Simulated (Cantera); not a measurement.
## Ignition delay

Mixture: 19.6 % H₂, 16.9 % O₂, 63.4 % N₂, 0.170 % NO, at 1100000 Pa, adiabatic and at constant pressure. Ignition delay is the time to a rise of 400 K.

Computed with Cantera and GRI-Mech 3.0 (53 species, 325 reactions). The hydrogen kinetics of GRI-Mech 3.0 are dated; newer H2 mechanisms differ, most at raised pressure. The mechanism lacks 2 NO + O2 → 2 NO2 and HONO, so NO2 and the effect of NO are under-described below about 1400 K.

| T0 (K) | delay (ms) |
|---|---|
| 1023 | 0.220 |
| 1123 | 0.0500 |
| 1223 | 0.0111 |
| 1323 | 0.00379 |
| 1423 | 0.00202 |
| 1523 | 0.00133 |
| 1623 | 0.000983 |
| 1723 | 0.000784 |
